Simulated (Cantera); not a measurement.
## Formation from one mole of O₂

Source: NASA polynomial tables (part measured, part estimated), evaluated in Cantera. Values are per mole of reaction as written; species without (g) are pure solids or liquids, kept so even where they would boil at 1 bar.

0.8 Ta + O₂(g) → 0.4 Ta₂O₅

```
T (K)  ΔH° (kJ)  ΔS° (J/K)  ΔG° (kJ)  log10 K  condensed phases
-----  --------  ---------  --------  -------  ----------------
300      -818.4     -181.0    -764.1   133.04   Ta(s), Ta₂O₅(s)
1875     -795.4     -157.4    -500.3    13.94   Ta(s), Ta₂O₅(s)
2075     -743.7     -132.2    -469.4    11.82   Ta(s), Ta₂O₅(l)
2275     -737.1     -129.1    -443.3    10.18   Ta(s), Ta₂O₅(l)
2475     -730.7     -126.5    -417.7     8.82   Ta(s), Ta₂O₅(l)
2675     -724.7     -124.1    -392.7     7.67   Ta(s), Ta₂O₅(l)
```

Nb + O₂(g) → NbO₂(g)

| T (K) | ΔH° (kJ) | ΔS° (J/K) | ΔG° (kJ) | log10 K |
|---|---|---|---|---|
| 300 | -200.0 | 31.2 | -209.4 | 36.46 |
| 1875 | -213.1 | 16.8 | -244.6 | 6.81 |
| 2075 | -215.8 | 15.4 | -247.8 | 6.24 |
| 2275 | -218.9 | 14.0 | -250.8 | 5.76 |
| 2475 | -222.5 | 12.5 | -253.4 | 5.35 |
| 2675 | -226.7 | 10.8 | -255.8 | 4.99 |

2 Ti + O₂(g) → 2 TiO(g)

| T (K) | ΔH° (kJ) | ΔS° (J/K) | ΔG° (kJ) | log10 K | condensed phases |
|---|---|---|---|---|---|
| 300 | 108.8 | 200.3 | 48.7 | -8.48 | Ti(α) |
| 1875 | 64.0 | 155.6 | -227.7 | 6.34 | Ti(β) |
| 2075 | 25.0 | 135.6 | -256.4 | 6.45 | Ti(l) |
| 2275 | 14.1 | 130.6 | -283.0 | 6.50 | Ti(l) |
| 2475 | 3.3 | 126.1 | -308.7 | 6.51 | Ti(l) |
| 2675 | -7.4 | 121.9 | -333.5 | 6.51 | Ti(l) |

Ta + O₂(g) → TaO₂(g)

| T (K) | ΔH° (kJ) | ΔS° (J/K) | ΔG° (kJ) | log10 K |
|---|---|---|---|---|
| 300 | -200.9 | 33.6 | -210.9 | 36.73 |
| 1875 | -213.5 | 19.2 | -249.4 | 6.95 |
| 2075 | -215.7 | 18.0 | -253.2 | 6.37 |
| 2275 | -218.2 | 16.9 | -256.7 | 5.89 |
| 2475 | -220.9 | 15.8 | -259.9 | 5.49 |
| 2675 | -224.0 | 14.6 | -263.0 | 5.13 |
